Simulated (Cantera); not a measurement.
Stirred combustor or abatement burner

A perfectly stirred reactor is fed with 18.5 % H2, 17.1 % O2, 64.4 % N2, at 1.30 bar; it is adiabatic with a 373 K inlet, and is followed from long to short residence time, starting on the burning branch (τ in s: 0.35, 0.15, 0.064, 0.027, 0.012, 0.0049, 0.0021, 0.00088, 0.00038, 0.00016, 6.8e-05, 2.9e-05, 1.2e-05).

Computed with Cantera and the H2/O2 subset of GRI-Mech 3.0, which has no nitrogen chemistry.

| τ (s) | T (K) | x H2 | x O2 | x H2O2 | x HO2 | x O | x H | x OH |
|---|---|---|---|---|---|---|---|---|
| 0.35 | 1786 | 7.50e-5 | 0.0866 | 8.54e-8 | 1.18e-6 | 5.79e-5 | 4.91e-6 | 0.000979 |
| 0.15 | 1785 | 0.000121 | 0.0865 | 1.11e-7 | 1.58e-6 | 8.95e-5 | 9.57e-6 | 0.00121 |
| 0.064 | 1782 | 0.000204 | 0.0864 | 1.54e-7 | 2.34e-6 | 0.000149 | 2.07e-5 | 0.00155 |
| 0.027 | 1778 | 0.000357 | 0.0863 | 2.18e-7 | 3.74e-6 | 0.000259 | 4.76e-5 | 0.00203 |
| 0.012 | 1773 | 0.000606 | 0.0862 | 3.04e-7 | 5.98e-6 | 0.000442 | 0.000106 | 0.00261 |
| 0.0049 | 1762 | 0.00109 | 0.0860 | 4.36e-7 | 1.00e-5 | 0.000795 | 0.000257 | 0.00344 |
| 0.0021 | 1746 | 0.00187 | 0.0858 | 6.15e-7 | 1.60e-5 | 0.00137 | 0.000588 | 0.00439 |
| 0.00088 | 1719 | 0.00322 | 0.0858 | 8.87e-7 | 2.49e-5 | 0.00233 | 0.00134 | 0.00547 |
| 0.00038 | 1678 | 0.00530 | 0.0860 | 1.31e-6 | 3.63e-5 | 0.00372 | 0.00284 | 0.00647 |
| 0.00016 | 1612 | 0.00871 | 0.0869 | 2.13e-6 | 5.08e-5 | 0.00559 | 0.00575 | 0.00714 |
| 6.8e-5 | 1515 | 0.0145 | 0.0894 | 3.87e-6 | 6.87e-5 | 0.00736 | 0.0104 | 0.00704 |
| 2.9e-5 | 1367 | 0.0294 | 0.0976 | 8.03e-6 | 9.73e-5 | 0.00724 | 0.0156 | 0.00565 |
| 1.2e-5 | 373 | 0.185 | 0.171 | <1e-12 | <1e-12 | <1e-12 | <1e-12 | <1e-12 |
x: mole fraction; the columns are a selection and need not sum to one.
